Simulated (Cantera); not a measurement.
Cantera run:

```python
import numpy as np
import cantera as ct

gas_names = """
    CL CL2 H HCL H2 N NH NH2 NH3 N2 N2H2 N2H4 Si SiCL SiCL2 SiCL3 SiCL4 SiH SiHCL3 SiH2 SiH2CL2 SiH3
    SiH3CL SiH4 SiN Si2 Si2N Si3
""".split()
cond_names = """
    NH4CL(a) NH4CL(b) Si(cr) Si(L) Si3N4(a)
""".split()


# ... load() reads the species with a 1 bar reference pressure and builds the phases ...
atoms = {
    'Si2Cl6': {'Si': 2, 'CL': 6},
    'HCl': {'H': 1, 'CL': 1},
    'N2': {'N': 2},
}
top_T = {'Si3N4(a)': 2400}  # K; cautious upper limits of use, not melting points


# ... equilibrate(T, P, feed) seeds the gas with the atoms and calls Mixture.equilibrate('TP', solver="vcs", rtol=1e-11, max_steps=5000) ...
results = []
feed = {'Si2Cl6': 1, 'HCl': 0.12, 'N2': 13}  # mol
T = 1400  # K
P = 10000  # Pa
mix = equilibrate(T, P, feed)
results.append((T, P, feed, dict(zip(mix.species_names, mix.species_moles))))
x = sorted(zip(gas.X, gas.species_names), reverse=True)
print(f"T = {T:g} K  P = {P:g} Pa  gas = {mix.phase_moles(0):.4g} mol")
print("   x: " + "  ".join(f"{s} {v:.3e}" for v, s in x if v > 1e-05))
print("   condensed (mol): " + ("  ".join(f"{mix.phase(i).name} {mix.phase_moles(i):.4g}"
      for i in range(1, mix.n_phases) if mix.phase_moles(i) > 1e-12) or "none"))
```

It prints:

```
T = 1400 K  P = 10000 Pa  gas = 14.44 mol
   x: N2 8.816e-01  SiCL4 9.182e-02  SiCL3 1.182e-02  HCL 8.175e-03  SiCL2 6.460e-03  H2 4.937e-05  SiHCL3 3.925e-05  CL 1.474e-05
   condensed (mol): Si3N4(a) 0.1367
```

These are equilibrium values from Cantera (NASA tables, ideal gas, pure condensed phases), not measurements of a reactor. The feed counts by its element totals alone. N2 is the only nitrogen source here; it is nearly inert below about 1500 K, so the nitride shown seldom forms there in practice. The tables' values for SiCl3 are old estimates; treat these amounts as uncertain.
